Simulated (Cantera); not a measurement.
# Carbon deposition, reforming and gasification: CH₄ + H₂

Input: 1 mol CH₄, 15 mol H₂, equilibrated at 2423 K and 76.0 bar.

Cantera equilibrium calculation (NASA polynomials, part measured and part estimated; ideal gas, pure solids and liquids). Candidate condensed phases: C, C₆H₆, C₇H₈, C₈H₁₈; 76 gas species. The ideal-gas law is rough above about 30 bar. Kinetics and transport are ignored.

The x(H₂) comes out as 0.977 and the x(CH₄) is 0.0124. The x(C₂H₂ (acetylene)) comes out as 0.00756, the x(H) is 0.00201 and the x(C₂H₄) is 0.000541. The x(CH₃) is 0.000466 and the x(C₄H₂) is 2.41e-5. The x(C₃H₄ (propyne)) is 2.20e-5 and the x(C₂H₃ (vinyl)) comes out as 1.08e-5. The n(C(graphite)) is 0.507 mol and the gas amount is 16.79 mol.
